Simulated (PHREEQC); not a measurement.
Solution (25 °C): 0.11 mol/kgw FeSO4, 0.0016 mol/kgw ZnCl2 and 0.049 mol/kgw HCl. Closed to the air; pH follows from the charge balance.

Model: ion-association model, phreeqc.dat, run in PHREEQC.

No solid was allowed to form.

Question: Predict the pH, ionic strength.

Answer: pH 1.80; ionic strength 0.271 mol/kgw.

Question: In which forms is Cl present?

Answer: Cl- 97 %, FeCl+ 2.5 % of the Cl.

Species that the database lacks are ignored.
